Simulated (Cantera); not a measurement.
A closed system holds: 1 mol AlN, 2.6 mol HI, 0.78 mol O₂, equilibrated at 10.5 Torr.

Equilibrium computed with Cantera from the NASA thermochemical tables; the gas is ideal and each condensed phase is pure. Candidate condensed phases: Al, AlI₃, AlN, Al₂O₃, H₂O, I₂; 41 gas species. The numbers say what is thermodynamically allowed, not how fast it happens.

x: gas mole fraction; n: condensed amount in mol.

| T (°C) | x HI | x I | x H₂ | x N₂ | x I₂ | x H₂O | x H | n Al₂O₃(s) |
|---|---|---|---|---|---|---|---|---|
| 575 | 0.600 | 0.0282 | 0.0942 | 0.159 | 0.0991 | 0.0191 | 4.94e-11 | 0.500 |
| 650 | 0.564 | 0.0655 | 0.105 | 0.156 | 0.0911 | 0.0187 | 6.70e-10 | 0.500 |
| 725 | 0.510 | 0.126 | 0.120 | 0.151 | 0.0748 | 0.0181 | 6.29e-9 | 0.500 |
| 800 | 0.441 | 0.205 | 0.139 | 0.145 | 0.0539 | 0.0174 | 4.41e-8 | 0.500 |
| 875 | 0.362 | 0.288 | 0.162 | 0.138 | 0.0345 | 0.0166 | 2.43e-7 | 0.500 |
| 950 | 0.284 | 0.362 | 0.186 | 0.132 | 0.0203 | 0.0158 | 1.09e-6 | 0.500 |
| 1025 | 0.217 | 0.422 | 0.207 | 0.127 | 0.0114 | 0.0153 | 4.12e-6 | 0.500 |
| 1100 | ___ | 0.467 | 0.225 | 0.124 | ___ | 0.0148 | ___ | 0.500 |
| 1175 | 0.122 | 0.500 | 0.239 | 0.121 | 0.00361 | 0.0145 | 3.81e-5 | 0.500 |
| 1250 | ___ | 0.523 | 0.249 | 0.119 | ___ | 0.0143 | ___ | 0.500 |
| 1325 | 0.0706 | 0.539 | 0.257 | 0.118 | 0.00125 | 0.0141 | 0.000228 | 0.500 |
| 1400 | 0.0548 | 0.551 | 0.262 | 0.117 | 0.000773 | 0.0140 | 0.000493 | 0.500 |
| 1475 | 0.0431 | 0.560 | 0.266 | 0.116 | 0.000493 | 0.0139 | 0.000996 | 0.500 |

Problem. Some entries are withheld; supply them.

Solution. 
- 1100, x HI: 0.163
- 1100, x I₂: 0.00638
- 1100, x H: 1.34e-5
- 1250, x HI: 0.0924
- 1250, x I₂: 0.00209
- 1250, x H: 9.75e-5
